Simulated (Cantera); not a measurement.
A closed system holds: 1 mol Fe3O4, 1.5 mol Cl2, 3 mol O2, equilibrated at 51.0 mbar.

These are equilibrium values from Cantera (NASA tables, ideal gas, pure condensed phases), not measurements of a reactor. Candidate condensed phases: Fe, FeCl2, FeCl3, FeO, Fe2O3, Fe3O4; 13 gas species. Condensed phases not in the tables: FeOCl. Kinetics and transport are ignored. All values below are at 575 °C.

Base state: O2 0.647, Cl2 0.353, FeCl3 9.06e-5, Cl 7.05e-5 (mole fractions); condensed: Fe2O3(s).

Problem. What changes in the equilibrium state with this change: O2 from 3 to 0.44 mol?

Solution. 
```json
[
 {"species": "Cl2", "before": "0.353", "after": "0.885"},
 {"species": "O2", "before": "0.647", "after": "0.113"},
 {"species": "FeCl3", "before": "9.06e-5", "after": "0.00133"},
 {"species": "Cl", "before": "7.05e-5", "after": "0.000112"},
 {"species": "Fe2O3(s), mol", "before": "1.50", "after": "1.50"}
]
```

Problem. What changes in the equilibrium state with this change: O2 from 3 to 0.016 mol?

Solution. 
```json
[
 {"species": "Cl2", "before": "0.353", "after": "0.802"},
 {"species": "FeCl3", "before": "9.06e-5", "after": "0.152"},
 {"species": "Fe2Cl6", "before": "1.59e-8", "after": "0.0450"},
 {"species": "O2", "before": "0.647", "after": "0.000167"},
 {"species": "FeCl2", "before": "2.21e-7", "after": "0.000247"},
 {"species": "Cl", "before": "7.05e-5", "after": "0.000106"},
 {"species": "Fe2O3(s), mol", "before": "1.50", "after": "1.34"}
]
```
